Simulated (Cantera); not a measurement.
A Cantera script and its output.

```python
import numpy as np
import cantera as ct

gas = ct.Solution("h2o2.yaml")


def delay(T, t_max=10):
    gas.TPX = T, 700000, {'H2': 1, 'O2': 0.455, 'N2': 1.71}
    reactor = ct.IdealGasReactor(gas, clone=False)
    net = ct.ReactorNet([reactor])
    net.rtol, net.atol = 1e-8, 1e-16
    while net.time < t_max:
        t_old, T_old = net.time, reactor.T
        net.step()
        if reactor.T > T + 400:  # ignition: a rise of 400 K
            return t_old + (T + 400 - T_old) / (reactor.T - T_old) * (net.time - t_old)
    return np.nan


taus = []
for T in [898, 973, 1048, 1123, 1198, 1273, 1348]:
    taus.append(delay(T))
    print(f"T0 = {T:6g} K   tau = {taus[-1]:.4e} s")
```

Output:

```
T0 =    898 K   tau = 1.2834e-01 s
T0 =    973 K   tau = 1.7566e-02 s
T0 =   1048 K   tau = 2.7591e-03 s
T0 =   1123 K   tau = 3.7426e-04 s
T0 =   1198 K   tau = 2.2213e-05 s
T0 =   1273 K   tau = 6.6844e-06 s
T0 =   1348 K   tau = 3.8298e-06 s
```

Detailed kinetics in Cantera: the H2/O2 subset of GRI-Mech 3.0, which has no nitrogen chemistry. The hydrogen kinetics of GRI-Mech 3.0 are dated; newer H2 mechanisms differ, most at raised pressure. Below about 950 K walls govern HO2 and H2O2 in real vessels.
